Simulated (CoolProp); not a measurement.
Saturation properties of p-xylene.

Computed with CoolProp (reference Helmholtz-energy equation of state, Zhou 2012).

```tsv
T (K)	p (MPa)	enthalpy of vaporisation (kJ/kg)	vapour Z	surface tension (mN/m)	liquid viscosity (µPa s)	vapour viscosity (µPa s)
386.6	0.04954	351.2	0.9712	18.7	264	8.24
391.3	0.05718	348.5	0.9682	18.3	255	8.33
396.1	0.06593	345.6	0.9649	17.8	246	8.42
400.8	0.07550	342.8	0.9615	17.4	238	8.51
405.6	0.08638	340.0	0.9577	16.9	230	8.60
410.3	0.09819	337.1	0.9538	16.4	222	8.69
415.1	0.1115	334.1	0.9497	16.0	215	8.79
419.8	0.1260	331.1	0.9453	15.5	208	8.88
424.6	0.1421	328.1	0.9406	15.1	201	8.97
429.3	0.1595	325.0	0.9358	14.6	194	9.06
434.1	0.1789	321.9	0.9306	14.2	188	9.15
438.8	0.1997	318.7	0.9253	13.7	182	9.24
443.6	0.2227	315.4	0.9195	13.3	176	9.34
448.3	0.2472	312.2	0.9137	12.8	170	9.43
453	0.2737	308.9	0.9075	12.4	165	9.52
```

It boils at 411.5 K under 1 atm.

Viscosity comes from a separate model (Balogun 2015). Surface tension comes from a separate correlation (Mulero 2014).
